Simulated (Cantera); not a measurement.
## Halide evaporation, hydrolysis and transport: FeCl3 + HCl + N2

A closed system holds: 1 mol FeCl3, 0.072 mol HCl, 220 mol N2, at 10000 Pa.

These are equilibrium values from Cantera (NASA tables, ideal gas, pure condensed phases), not measurements of a reactor. Candidate condensed phases: Fe, FeCl2, FeCl3, NH4Cl; 18 gas species. The numbers say what is thermodynamically allowed, not how fast it happens.

From 773 K to 1373 K nothing is condensed. The main Fe-bearing gas is FeCl3 at 773 K and FeCl2 at 1373 K.

```tsv
T (K)	x N2	x FeCl2	x FeCl3	x Cl
773	0.995	0.000110	0.00370	1.17e-7
848	0.995	0.000327	0.00406	1.09e-6
923	0.995	0.000732	0.00376	6.75e-6
998	0.994	0.00135	0.00316	3.07e-5
1073	0.994	0.00211	0.00240	0.000108
1148	0.994	0.00287	0.00165	0.000304
1223	0.993	0.00349	0.00103	0.000706
1298	0.993	0.00392	0.000591	0.00137
1373	0.992	0.00419	0.000315	0.00226
```
x: gas mole fraction; nothing condenses.
